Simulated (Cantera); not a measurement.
Cantera run:

```python
import numpy as np
import cantera as ct

gas_names = """
    CL CL2 H HCL H2 Si SiCL SiCL2 SiCL3 SiCL4 SiH SiHCL3 SiH2 SiH2CL2 SiH3 SiH3CL SiH4 Si2 Si3
""".split()
cond_names = """
    Si(cr) Si(L)
""".split()


# ... load() reads the species with a 1 bar reference pressure and builds the phases ...
atoms = {
    'Si2H6': {'Si': 2, 'H': 6},
    'H2': {'H': 2},
    'HCl': {'H': 1, 'CL': 1},
}
top_T = {}  # K; cautious upper limits of use, not melting points


# ... equilibrate(T, P, feed) seeds the gas with the atoms and calls Mixture.equilibrate('TP', solver="vcs", rtol=1e-11, max_steps=5000) ...
results = []
feed = {'Si2H6': 1, 'H2': 33, 'HCl': 1.6}  # mol
T = 800  # K
P = 64000  # Pa
mix = equilibrate(T, P, feed)
results.append((T, P, feed, dict(zip(mix.species_names, mix.species_moles))))
x = sorted(zip(gas.X, gas.species_names), reverse=True)
print(f"T = {T:g} K  P = {P:g} Pa  gas = {mix.phase_moles(0):.4g} mol")
print("   x: " + "  ".join(f"{s} {v:.3e}" for v, s in x if v > 1e-05))
print("   condensed (mol): " + ("  ".join(f"{mix.phase(i).name} {mix.phase_moles(i):.4g}"
      for i in range(1, mix.n_phases) if mix.phase_moles(i) > 1e-12) or "none"))
```

It prints:

```
T = 800 K  P = 64000 Pa  gas = 37.14 mol
   x: H2 9.868e-01  SiHCL3 6.358e-03  SiCL4 5.505e-03  HCL 7.723e-04  SiH2CL2 5.934e-04  SiH3CL 1.276e-05
   condensed (mol): Si(cr) 1.537
```

Equilibrium computed with Cantera from the NASA thermochemical tables; the gas is ideal and each condensed phase is pure. The feed counts by its element totals alone.
